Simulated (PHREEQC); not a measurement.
A solution holds 0.0033 mol/kgw CuCl2, 0.016 mol/kgw HCl and 0.12 mol/kgw FeCl3, at 25 °C. Closed to the air; pH follows from the charge balance.

Model: ion-association model, wateq4f.dat, run in PHREEQC.

No solid was allowed to form.

### Question
Estimate the pH, ionic strength.

### Answer
pH 1.70; ionic strength 0.458 mol/kgw.

### Question
In which forms is Fe present?

### Answer
FeCl+2 54 %, Fe+3 24 %, FeCl2+ 14 %, Fe2(OH)2+4 4.7 %, FeOH+2 3.1 % of the Fe.

Saturation is exceeded, for instance for Hematite (slow to form), Goethite (slow to form); the values hold only as long as no solid forms.
